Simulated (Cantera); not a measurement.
Feed: 1 mol SiCl₄, 0.12 mol N₂O, 28 mol H₂, equilibrated at 1225 °C and 21.0 Torr.

These are equilibrium values from Cantera (NASA tables, ideal gas, pure condensed phases), not measurements of a reactor. Candidate condensed phases: H₂O, NH₄Cl, Si, SiO₂, Si₂N₂O, Si₃N₄; 47 gas species. Mutual solubility and eutectic melting of coexisting phases are not modelled. The tables' values for SiCl₃ are old estimates; treat these amounts as uncertain. The numbers say what is thermodynamically allowed, not how fast it happens.

Base state: H₂ 0.892, HCl 0.0818, SiCl₂ 0.0240, SiCl₃ 0.000879, N₂ 0.000219, SiO 0.000219, SiHCl₃ 0.000115, SiCl₄ 0.000103 (mole fractions); condensed: Si(s) + Si₂N₂O(s).

Q: What changes in the equilibrium state with this change: temperature from 1225 °C to 1475 °C?

A: 
| species | before | after |
|---|---|---|
| H₂ | 0.892 | 0.884 |
| HCl | 0.0818 | 0.0814 |
| SiCl₂ | 0.0240 | 0.0249 |
| SiO | 0.000219 | 0.00397 |
| N₂ | 0.000219 | 0.00397 |
| Si | 3.58e-7 | 5.21e-5 |
| SiH | 1.83e-7 | 1.09e-5 |
| Si(s), mol | 0.0115 | 0 |
| Si₂N₂O(s), mol | 0.113 | 0 |
| Si(l), mol | 0 | 0.112 |
The tables' values for SiCl₃, SiCl are old estimates; treat these amounts as uncertain. Gases not in the tables: Si₂H₆ and higher silanes.
